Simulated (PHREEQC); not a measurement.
Solution (20 °C): 1.1 mmol/kgw Al2(SO4)3, 33 mmol/kgw NiCl2, 0.43 mmol/kgw H2SO4 and 0.093 mmol/kgw Na2SO4. Closed to the air; pH follows from the charge balance.

The numbers come from PHREEQC with the ion-association model, wateq4f.dat.

No solid was allowed to form.

Q: Order these Al species by the share of Al that they hold, largest first: AlOH+2, Al+3, AlSO4+, Al(SO4)2-.

A: Al+3 (69 %), AlSO4+ (30 %), Al(SO4)2- (0.61 %), AlOH+2 (0.33 %)

The pH is 3.17 and the ionic strength 0.103 mol/kgw. Complexes and solids missing from the database can't appear.
